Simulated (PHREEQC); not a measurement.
Make-up at 40 °C: 0.008 mol Cu(BF4)2 and 0.00023 mol H2SO4 per kg of water. Closed to the air; pH follows from the charge balance.

All values are PHREEQC results (ion-association model, wateq4f.dat), not measurements.

Each row changes one thing in this solution. No solid was allowed to form.

| case | pH | ionic strength (mol/kgw) |
|---|---|---|
| as made | 2.86 | 0.0251 |
| H2SO4 left out | 2.92 | 0.0249 |
| Cu(BF4)2 replaced by Na2SiF6 at the same molality | 3.10 | 0.0243 |
| Cu(BF4)2 left out | 3.36 | 0.000666 |
| temperature from 40 to 85 °C | 3.03 | 0.0243 |
| diluted 5-fold with water | 3.05 | 0.00568 |
| H2SO4 from 0.00023 to 2.3e-05 mol/kgw | 2.91 | 0.0249 |

Species that the database lacks are ignored. Some of these states are supersaturated (in Quartz (slow to form), Chalcedony (slow to form), for instance). At this temperature some constants are extrapolated from 25 °C, and those without enthalpy data are left unchanged. Real BF4- forms and hydrolyses slowly; the run takes it at equilibrium.
